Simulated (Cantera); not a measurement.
Equilibrium for silicon nitride deposition: SiH₄ + NH₃

A closed system holds: 1 mol SiH₄, 0.75 mol NH₃, equilibrated at 1248 K and 74.0 mbar.

Method: chemical equilibrium by Gibbs-energy minimisation in Cantera with the NASA 1993 tables (ideal gas, pure condensed phases). Candidate condensed phases: Si, Si₃N₄; 18 gas species. Mutual solubility and eutectic melting of coexisting phases are not modelled. Rates play no part.

```yaml
x(H₂): 1.000
x(H): 1.72e-6
x(N₂): 1.61e-6
n(Si(s)): 0.438 mol
n(Si₃N₄(s)): 0.187 mol
gas_amount: 3.125 mol
```
